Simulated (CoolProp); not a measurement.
Vapour-liquid equilibrium of propane (1) + c-C4F8 (RC318) (2) at -11.65 °C; x and y are mole fractions of (1).

Computed with CoolProp (multi-fluid Helmholtz-energy mixture model, Lemmon 2009 and Platzer 1990; pair parameters Bell 2016). This equation is an older, rougher fit; its heat capacities, sound speeds and derivatives of the liquid may be far off and weren't checked against measurements.

| x | bubble pressure (MPa) | y at the bubble point | dew pressure at overall composition x (MPa) | liquid density (mol/L) |
|---|---|---|---|---|
| 0.05 | 0.1220 | ? | 0.08361 | 8.296 |
| 0.2 | 0.2169 | 0.678 | ? | 8.687 |
| 0.35 | 0.2684 | 0.763 | ? | ? |
| 0.5 | 0.2939 | 0.802 | 0.1507 | 9.641 |
| 0.65 | 0.3087 | 0.830 | 0.2032 | ? |
| 0.8 | 0.3208 | 0.868 | ? | 11.02 |
| 0.95 | 0.3281 | 0.950 | 0.3281 | 11.97 |

Question: Complete the blanks.

Answer: 
- 0.05, y at the bubble point: 0.367
- 0.2, dew pressure at overall composition x (MPa): 0.09831
- 0.35, dew pressure at overall composition x (MPa): 0.1191
- 0.35, liquid density (mol/L): 9.127
- 0.65, liquid density (mol/L): 10.26
- 0.8, dew pressure at overall composition x (MPa): 0.2927

No azeotrope shows between x = 0.05 and 0.95.

Pair parameters are fitted to limited data, so mixtures are less certain than the pure fluids. With so large a gap from Raoult's law the liquid may split in two, which this calculation doesn't test in full.
